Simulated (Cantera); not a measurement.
# Thermodynamics of abatement and gas-phase synthesis, feed SF₆ + H₂

Charge: 1 mol SF₆, 4.9 mol H₂, held at 2973.15 K and 13.3 mbar.

Equilibrium computed with Cantera from the NASA thermochemical tables; the gas is ideal and each condensed phase is pure. Candidate condensed phases: S; 24 gas species. The numbers say what is thermodynamically allowed, not how fast it happens.

```json
{
  "x(HF)": "0.557",
  "x(H)": "0.281",
  "x(S)": "0.0890",
  "x(H₂)": "0.0497",
  "x(F)": "0.0185",
  "x(SH)": "0.00297",
  "x(S₂)": "0.00194",
  "x(SF)": "3.69e-5",
  "x(H₂S)": "2.52e-5",
  "gas_amount": "10.42 mol",
  "log10 activity of S(l) (absent)": "-4.17"
}
```
